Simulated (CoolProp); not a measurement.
CH3F (R41) along the isobar 62.4 bar: Z from the reference equation and from simpler models built on Tc = 44.1 °C, pc = 59.06 bar, ω = 0.200; each cubic takes its own stable root.

Values from CoolProp's reference Helmholtz-energy equation of state, Lemmon 2006. It is a short technical equation, of lower accuracy than the large ones.

```
T (°C)          phase  reference
------  -------------  ---------
21.95          liquid     0.1397
31.95          liquid     0.1472
41.95          liquid     0.1670
51.95   supercritical     0.4487
61.95   supercritical     0.5615
71.95   supercritical     0.6288
81.95   supercritical     0.6778
91.95   supercritical     0.7164
101.85  supercritical     0.7476
111.85  supercritical     0.7740
121.85  supercritical     0.7966
131.85  supercritical     0.8162
141.85  supercritical     0.8332
151.85  supercritical     0.8483
```

Problem. How far does each simpler model (van der Waals, Redlich-Kwong) lie from the reference over these 14 states: mean and median of the absolute difference, and the worst?

Solution. 
- van der Waals: mean 18.3 %, median 1.7 %, worst +79.5 % at 21.95 °C and 62.4 bar
- Redlich-Kwong: mean 10.5 %, median 2.1 %, worst +43.8 % at 41.95 °C and 62.4 bar
